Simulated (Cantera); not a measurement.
Si + HCl + H2 (silicon etching in halogen gases)

Feed: 1 mol Si, 10 mol HCl, a varied amount of H2, held at 1050 °C and 0.0825 Torr.

Method: chemical equilibrium by Gibbs-energy minimisation in Cantera with the NASA 1993 tables (ideal gas, pure condensed phases). Candidate condensed phases: Si; 19 gas species. The tables' values for SiCl3 are old estimates; treat these amounts as uncertain. Rates play no part.

```csv
n(H2) (mol),x H2,x HCl,x SiCl2,x SiCl3,x SiCl4,x Cl,x H,x SiHCl3
0.69,0.178,0.727,0.0723,0.0119,0.0108,0.000219,6.37e-5,0.000133
1.2,0.213,0.697,0.0718,0.0104,0.00821,0.000192,6.97e-5,0.000127
2,0.262,0.653,0.0698,0.00852,0.00568,0.000162,7.75e-5,0.000116
3.5,0.342,0.583,0.0650,0.00621,0.00324,0.000127,8.84e-5,9.63e-5
6.1,0.446,0.491,0.0567,0.00399,0.00154,9.33e-5,0.000101,7.08e-5
10,0.553,0.397,0.0470,0.00240,0.000670,6.77e-5,0.000112,4.74e-5
18,0.680,0.284,0.0344,0.00113,0.000205,4.37e-5,0.000125,2.48e-5
31,0.781,0.195,0.0238,0.000502,5.78e-5,2.79e-5,0.000134,1.18e-5
53,0.857,0.127,0.0156,0.000205,1.47e-5,1.74e-5,0.000140,5.04e-6
92,0.912,0.0783,0.00972,7.63e-5,3.28e-6,1.04e-5,0.000144,1.93e-6
```
x: gas mole fraction; nothing condenses.

From 0.69 mol H2 to 92 mol H2 nothing is condensed. The main Si-bearing gas is SiCl2 throughout.
